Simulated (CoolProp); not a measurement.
Aqueous magnesium chloride as a coolant, 22 % by mass, freezing at -35.4 °C, 1 atm.

Values from CoolProp's Melinder's fits for secondary coolants.

```csv
T (°C),conductivity (W/(m K)),density (kg/m³),Prandtl number,cp (kJ/(kg K))
-15.5,0.480,1209,83.2,2.926
-11.1,0.488,1208,68.1,…
-6.8,0.495,1207,56.3,2.948
-2.5,0.502,1205,46.7,2.960
1.9,0.510,1203,38.8,2.972
6.2,0.518,1201,32.6,2.983
10.6,0.525,1199,27.5,2.995
14.9,0.533,1197,23.4,3.006
19.2,0.540,1195,20.1,3.017
23.6,0.548,1193,17.4,3.029
27.9,0.555,1191,15.2,3.039
32.3,0.562,…,13.4,3.050
36.6,0.569,1188,…,3.060
```

### Question
Fill in the missing entries.

### Answer

- -11.1, cp (kJ/(kg K)): 2.937
- 32.3, density (kg/m³): 1190
- 36.6, Prandtl number: 11.9
